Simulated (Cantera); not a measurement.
A freely propagating, adiabatic, planar premixed flame of 7.29 % CH4, 16.4 % O2, 75.1 % N2, 1.24 % CO2, unburnt at 475 K and 128 Torr; mixture-averaged transport, grid criteria slope 0.08 and curve 0.16, no radiation.

Computed with Cantera and GRI-Mech 3.0 (53 species, 325 reactions). Burning velocities carry a grid error of a few per cent, more on coarse grids.

x: mole fraction of selected species; z is measured from the peak of heat release.

```tsv
z (mm)	T (K)	u (m/s)	x CH4	x O2	x C2H	x HO2	x H	x NO2
-6.70	475	0.794	0.0728	0.164	<1e-8	?	<1e-8	<1e-8
-4.47	476	0.795	0.0727	0.164	<1e-8	?	<1e-8	<1e-8
-3.35	479	0.802	0.0724	0.163	<1e-8	?	1.59e-8	<1e-8
-2.23	513	0.863	0.0702	0.161	<1e-8	?	2.64e-6	<1e-8
-1.12	805	1.37	0.0532	0.139	<1e-8	?	0.000224	<1e-8
-0.558	1150	1.97	0.0309	0.108	<1e-8	7.77e-5	0.00100	<1e-8
0	1491	2.58	0.00817	0.0681	1.66e-8	8.20e-5	0.00342	<1e-8
0.558	1628	2.81	0.000713	0.0446	1.15e-8	?	0.00658	<1e-8
1.12	1660	2.86	3.41e-5	0.0364	<1e-8	?	0.00833	<1e-8
2.23	1690	2.90	9.54e-8	0.0320	<1e-8	?	0.00901	<1e-8
4.47	1729	2.96	<1e-8	0.0298	<1e-8	?	0.00811	<1e-8
8.93	1781	3.03	<1e-8	0.0281	<1e-8	?	0.00612	<1e-8
17.9	1842	3.12	<1e-8	0.0261	<1e-8	?	0.00392	<1e-8
```

Fill in the missing entries.


- -6.70, x HO2: 4.41e-8
- -4.47, x HO2: 6.10e-7
- -3.35, x HO2: 4.01e-6
- -2.23, x HO2: 3.00e-5
- -1.12, x HO2: 4.33e-5
- 0.558, x HO2: 1.20e-5
- 1.12, x HO2: 2.90e-6
- 2.23, x HO2: 2.16e-6
- 4.47, x HO2: 1.87e-6
- 8.93, x HO2: 1.56e-6
- 17.9, x HO2: 1.20e-6
